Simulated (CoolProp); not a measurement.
Vapour-liquid equilibrium of CHF3 (R23) (1) + C2F6 (R116) (2) at 369 kPa; x and y are mole fractions of (1).

The numbers come from the multi-fluid Helmholtz-energy mixture model, Penoncello 2003 and Lemmon 2006; pair parameters Bell 2016 in CoolProp.

Task: Give the bubble temperature and the first vapour's composition at x = 0.05, 0.75, 0.85. Is there an azeotrope?

Result: x = 0.05: -53.6 °C, y = 0.158; x = 0.75: -61.4 °C, y = 0.665; x = 0.85: -60.4 °C, y = 0.741. y crosses x between x = 0.55 and 0.65: the model has an azeotrope there.

Pair parameters are fitted to limited data, so mixtures are less certain than the pure fluids.
